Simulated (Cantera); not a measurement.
An adiabatic, constant-pressure homogeneous reactor starts with CH4 : H2 : O2 : N2 : CO2 = 1 : 0.047 : 2.25 : 6.52 : 1.5 (molar parts), at 975 K and 1000000 Pa.

Model: GRI-Mech 3.0 (53 species, 325 reactions), integrated in Cantera. Below about 1000 K GRI-Mech 3.0 lacks low-temperature oxidation paths.

**Question.** Predict: time of steepest temperature rise; temperature at 2.00 s; equilibrium temperature; x(H2) at 2.00 s; x(O2) at 2.00 s; x(H) at 2.00 s; x(CO2) at 2.00 s.

**Answer.** 
| Item | Value |
|---|---|
| time of steepest temperature rise | 41.6 ms |
| temperature at 2.00 s | 2495 K |
| equilibrium temperature | 2495 K |
| x(H2) at 2.00 s | 0.00209 (gas-phase equilibrium 0.00209) |
| x(O2) at 2.00 s | 0.0234 (gas-phase equilibrium 0.0234) |
| x(H) at 2.00 s | 0.000358 (gas-phase equilibrium 0.000358) |
| x(CO2) at 2.00 s | 0.204 (gas-phase equilibrium 0.204) |
